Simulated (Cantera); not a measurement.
A closed system holds: 1 mol SiH4, 0.2 mol Cl2, 100 mol N2, at 70000 Pa.

Cantera equilibrium calculation (NASA polynomials, part measured and part estimated; ideal gas, pure solids and liquids). Candidate condensed phases: NH4Cl, Si, Si3N4; 28 gas species. N2 is the only nitrogen source here; it is nearly inert below about 1500 K, so the nitride shown seldom forms there in practice. Equilibrium is a limit: real reactors are often held back by kinetics, nucleation or transport. All values below are at 1275 K.

Base state: N2 0.978, H2 0.0177, HCl 0.00394 (mole fractions); condensed: Si3N4(s).

What changes in the equilibrium state with this change: Cl2 from 0.2 to 0.014 mol?


```csv
species,before,after
N2,0.978,0.980
H2,0.0177,0.0196
HCl,0.00394,0.000276
"Si3N4(s), mol",0.333,0.333
```
